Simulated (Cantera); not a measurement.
Cantera run:

```python
import numpy as np
import cantera as ct

gas_names = """
    CL CL2 H HCL H2 N NH NH2 NH3 N2 N2H2 N2H4 Si SiCL SiCL2 SiCL3 SiCL4 SiH SiHCL3 SiH2 SiH2CL2 SiH3
    SiH3CL SiH4 SiN Si2 Si2N Si3
""".split()
cond_names = """
    NH4CL(a) NH4CL(b) Si(cr) Si(L) Si3N4(a)
""".split()


# ... load() reads the species with a 1 bar reference pressure and builds the phases ...
atoms = {
    'Si2Cl6': {'Si': 2, 'CL': 6},
    'NH3': {'N': 1, 'H': 3},
}
top_T = {'Si3N4(a)': 2400}  # K; cautious upper limits of use, not melting points


# ... equilibrate(T, P, feed) seeds the gas with the atoms and calls Mixture.equilibrate('TP', solver="vcs", rtol=1e-11, max_steps=5000) ...
results = []
feed = {'Si2Cl6': 1, 'NH3': 19}  # mol
T = 1973.15  # K
P = 12  # Pa
mix = equilibrate(T, P, feed)
results.append((T, P, feed, dict(zip(mix.species_names, mix.species_moles))))
x = sorted(zip(gas.X, gas.species_names), reverse=True)
print(f"T = {T:g} K  P = {P:g} Pa  gas = {mix.phase_moles(0):.4g} mol")
print("   x: " + "  ".join(f"{s} {v:.3e}" for v, s in x if v > 0.0001))
print("   condensed (mol): " + ("  ".join(f"{mix.phase(i).name} {mix.phase_moles(i):.4g}"
      for i in range(1, mix.n_phases) if mix.phase_moles(i) > 1e-12) or "none"))
```

Result:

```
T = 1973.15 K  P = 12 Pa  gas = 44.97 mol
   x: H2 5.361e-01  N2 2.112e-01  HCL 1.047e-01  H 9.028e-02  Si 3.541e-02  CL 1.318e-02  SiCL2 6.801e-03  SiCL 1.881e-03  SiH 2.054e-04
   condensed (mol): none
```

Equilibrium computed with Cantera from the NASA thermochemical tables; the gas is ideal and each condensed phase is pure. The feed counts by its element totals alone. The tables' values for SiCl, SiN are old estimates; treat these amounts as uncertain.
